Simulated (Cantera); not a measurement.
## Equilibrium for abatement and gas-phase synthesis: HI + O2 + N2

Feed: 1 mol HI, 0.14 mol O2, 10 mol N2, at 3450 Torr.

Cantera equilibrium calculation (NASA polynomials, part measured and part estimated; ideal gas, pure solids and liquids). Candidate condensed phases: H2O, I2; 27 gas species. Kinetics and transport are ignored.

From 2650 K to 3300 K nothing is condensed.

| T (K) | x N2 | x I | x H | x H2O | x H2 | x OH | x NO |
|---|---|---|---|---|---|---|---|
| 2650 | 0.869 | 0.0829 | 0.00284 | 0.0227 | 0.0169 | 0.000929 | 0.000499 |
| 2700 | 0.868 | 0.0831 | 0.00346 | 0.0222 | 0.0171 | 0.00115 | 0.000645 |
| 2750 | 0.868 | 0.0832 | 0.00419 | 0.0216 | 0.0173 | 0.00141 | 0.000821 |
| 2800 | 0.867 | 0.0834 | 0.00504 | 0.0209 | 0.0174 | 0.00170 | 0.00103 |
| 2850 | 0.866 | 0.0835 | 0.00602 | 0.0201 | 0.0176 | 0.00202 | 0.00126 |
| 2900 | 0.865 | 0.0836 | 0.00716 | 0.0192 | 0.0178 | 0.00237 | 0.00153 |
| 2950 | 0.863 | 0.0836 | 0.00846 | 0.0182 | 0.0180 | 0.00273 | 0.00182 |
| 3000 | 0.862 | 0.0836 | 0.00994 | 0.0171 | 0.0182 | 0.00310 | 0.00214 |
| 3050 | 0.860 | 0.0836 | 0.0116 | 0.0159 | 0.0184 | 0.00347 | 0.00247 |
| 3100 | 0.859 | 0.0836 | 0.0135 | 0.0147 | 0.0185 | 0.00383 | 0.00281 |
| 3150 | 0.857 | 0.0836 | 0.0156 | 0.0134 | 0.0185 | 0.00417 | 0.00316 |
| 3200 | 0.855 | 0.0835 | 0.0178 | 0.0121 | 0.0185 | 0.00447 | 0.00350 |
| 3250 | 0.853 | 0.0834 | 0.0203 | 0.0108 | 0.0184 | 0.00473 | 0.00383 |
| 3300 | 0.850 | 0.0834 | 0.0230 | 0.00956 | 0.0182 | 0.00494 | 0.00415 |
x: gas mole fraction; nothing condenses.
